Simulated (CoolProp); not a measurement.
Properties of ethylene along the isotherm 450 K (Tc = 282.4 K, pc = 5042 kPa, ω = 0.087).

Computed with CoolProp (reference Helmholtz-energy equation of state, Smukala 2000).

```
p (kPa)          phase  density (kg/m³)  cp (kJ/(kg K))  cv (kJ/(kg K))  isothermal compressibility (1/MPa)  fugacity coefficient
-------  -------------  ---------------  --------------  --------------  ----------------------------------  --------------------
4200               gas            33.34           2.206           1.791                              0.2513                0.9448
8400     supercritical            70.21           2.379           1.814                              0.1301                0.8955
12600    supercritical            109.4           2.558           1.835                             0.08631                0.8530
16800    supercritical            148.6           2.706           1.851                             0.06109                0.8180
21000    supercritical            184.9           2.795           1.862                             0.04409                0.7907
25200    supercritical            216.8           2.831           1.870                             0.03241                0.7708
29400    supercritical            244.0           2.832           1.877                             0.02447                0.7574
33600    supercritical            267.2           2.817           1.883                             0.01904                0.7496
37800    supercritical            287.0           2.795           1.889                             0.01525                0.7464
42000    supercritical            304.1           2.772           1.895                             0.01253                0.7473
46200    supercritical            319.2           2.750           1.900                             0.01053                0.7516
50400    supercritical            332.5           2.730           1.905                            0.009008                0.7588
```
